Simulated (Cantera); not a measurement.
A closed system holds: 1 mol B₂H₆, 0.05 mol H₂O, equilibrated at 1573 K and 19000 Pa.

Equilibrium computed with Cantera from the NASA thermochemical tables; the gas is ideal and each condensed phase is pure. Candidate condensed phases: B, B₂O₃, B₃O₃H₃, H₂O; 23 gas species. The feed counts by its element totals alone. The tables' values for BH₂ are old estimates; treat these amounts as uncertain. The numbers say what is thermodynamically allowed, not how fast it happens.

Base state: H₂ 0.987, HBO 0.0113, B₃O₃H₃ 0.000819, B₂O₂ 0.000805, HBO₂ 0.000218, B₂O₃ 0.000133, H 9.26e-5, BO 2.51e-5 (mole fractions); condensed: B(s).

Question: What changes in the equilibrium state with this change: B₂H₆ replaced by B₂O₃?

Answer: 
```json
[
 {"species": "H₂O", "before": "1.60e-5", "after": "0.900"},
 {"species": "HBO₂", "before": "0.000218", "after": "0.0975"},
 {"species": "(HBO₂)₃", "before": "<1e-9", "after": "0.00144"},
 {"species": "H₂", "before": "0.987", "after": "0.000605"},
 {"species": "HBO", "before": "0.0113", "after": "5.52e-8"},
 {"species": "B₃O₃H₃", "before": "0.000819", "after": "<1e-9"},
 {"species": "B₂O₂", "before": "0.000805", "after": "<1e-9"},
 {"species": "O₂", "before": "<1e-9", "after": "0.000268"},
 {"species": "OH", "before": "<1e-9", "after": "0.000123"},
 {"species": "B(s), mol", "before": "1.95", "after": "0"},
 {"species": "B₂O₃(l), mol", "before": "0", "after": "0.997"}
]
```
Gases not in the tables: H₃BO₃.

Question: What changes in the equilibrium state with this change: temperature from 1573 K to 1225 K?

Answer: 
```csv
species,before,after
H₂,0.987,0.997
B₃O₃H₃,0.000819,0.00299
HBO,0.0113,0.000206
BO,2.51e-5,6.15e-9
B₂O₃,0.000133,1.08e-7
"B(s), mol",1.95,1.96
"B₂O₃(l), mol",0,0.00733
```
Mutual solubility and eutectic melting of coexisting phases are not modelled.
